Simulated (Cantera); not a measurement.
Reactions in the system H-O-Zr

Cantera with NASA thermochemical tables; ideal gases at 1 bar, condensed phases pure. Values are per mole of reaction as written; species without (g) are pure solids or liquids, kept so even where they would boil at 1 bar.

ZrO₂(g) + 4 H(g) → 2 H₂O(g) + Zr

```csv
T (K),ΔH° (kJ),ΔS° (J/K),ΔG° (kJ),log10 K
373,-1072.2,-324.5,-951.2,133.21
423,-1074.2,-329.3,-934.9,115.44
473,-1076.1,-333.5,-918.3,101.41
523,-1078.0,-337.3,-901.5,90.04
573,-1079.8,-340.7,-884.6,80.64
623,-1081.7,-343.8,-867.5,72.73
```
